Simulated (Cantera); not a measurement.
A Cantera script and its output.

```python
import numpy as np
import cantera as ct

gas = ct.Solution("gri30.yaml")
gas.TPX = 1198, 500000, {'CH4': 0.42, 'CO': 1.1, 'O2': 1.5, 'N2': 5.64}
reactor = ct.IdealGasConstPressureReactor(gas, energy="on", clone=False)
net = ct.ReactorNet([reactor])
net.rtol, net.atol = 1e-08, 1e-16
show = ['CH4', 'CO', 'O2', 'H2', 'C2H2', 'NO2', 'NO']
times = np.geomspace(1e-06, 3, 14)

steps = ct.SolutionArray(gas, extra=["t"])
rows = []
print(f"{'t/s':>10s}{'T/K':>9s}{'P/Pa':>11s}" + "".join(f"{s:>11s}" for s in show))
for t in times:
    while net.time < t:
        t_next = net.step()
        steps.append(gas.state, t=t_next)
    rows.append([np.interp(t, steps.t, y) for y in (steps.T, steps.P, *steps(*show).X.T)])
    print(f"{t:10.3e}{rows[-1][0]:9.1f}{rows[-1][1]:11.4g}" + "".join(f"{x:11.3e}" for x in rows[-1][2:]))
rate = np.gradient(steps.T, steps.t)
print("integrator steps:", len(steps.t))
if steps.T.max() > steps.T[0] + 200:
    print(f"time of steepest temperature rise: {steps.t[rate.argmax()]:.4e} s")
gas.TPX = 1198, 500000, {'CH4': 0.42, 'CO': 1.1, 'O2': 1.5, 'N2': 5.64}
gas.equilibrate("HP")
print(f"equilibrium (HP): T = {gas.T:.1f} K  " + "  ".join(f"{s} {gas[s].X[0]:.3e}" for s in show))
```

Output:

```
       t/s      T/K       P/Pa        CH4         CO         O2         H2       C2H2        NO2         NO
 1.000e-06   1198.0      5e+05  4.850e-02  1.270e-01  1.732e-01  1.745e-10  3.154e-21  1.210e-26  1.351e-19
 3.149e-06   1198.0      5e+05  4.850e-02  1.270e-01  1.732e-01  1.242e-09  4.864e-20  5.970e-25  6.581e-19
 9.919e-06   1198.0      5e+05  4.850e-02  1.270e-01  1.732e-01  5.357e-09  6.070e-19  2.082e-23  2.423e-18
 3.124e-05   1198.0      5e+05  4.850e-02  1.270e-01  1.732e-01  2.348e-08  9.647e-18  5.642e-22  8.533e-18
 9.839e-05   1198.0      5e+05  4.850e-02  1.270e-01  1.732e-01  1.279e-07  7.200e-16  1.266e-20  3.354e-17
 3.099e-04   1198.1      5e+05  4.849e-02  1.270e-01  1.732e-01  9.558e-07  1.780e-13  3.890e-19  1.881e-16
 9.760e-04   1198.4      5e+05  4.844e-02  1.270e-01  1.732e-01  6.281e-06  1.662e-11  1.550e-17  1.267e-15
 3.074e-03   1200.3      5e+05  4.821e-02  1.269e-01  1.730e-01  3.178e-05  6.022e-10  5.819e-16  8.175e-15
 9.681e-03   1217.1      5e+05  4.655e-02  1.263e-01  1.715e-01  2.905e-04  7.366e-08  5.957e-14  1.201e-13
 3.049e-02   2712.3      5e+05  7.734e-16  4.056e-02  2.654e-02  3.858e-03  1.436e-18  6.142e-06  1.067e-02
 9.603e-02   2712.3      5e+05  7.734e-16  4.056e-02  2.654e-02  3.858e-03  1.436e-18  6.142e-06  1.067e-02
 3.024e-01   2712.3      5e+05  7.734e-16  4.056e-02  2.654e-02  3.858e-03  1.436e-18  6.142e-06  1.067e-02
 9.525e-01   2712.3      5e+05  7.734e-16  4.056e-02  2.654e-02  3.858e-03  1.436e-18  6.142e-06  1.067e-02
 3.000e+00   2712.3      5e+05  7.734e-16  4.056e-02  2.654e-02  3.858e-03  1.436e-18  6.142e-06  1.067e-02
integrator steps: 2321
time of steepest temperature rise: 1.3552e-02 s
equilibrium (HP): T = 2712.3 K  CH4 1.039e-15  CO 4.056e-02  O2 2.654e-02  H2 3.858e-03  C2H2 1.548e-18  NO2 6.142e-06  NO 1.067e-02
```

Model: GRI-Mech 3.0 (53 species, 325 reactions), integrated in Cantera.
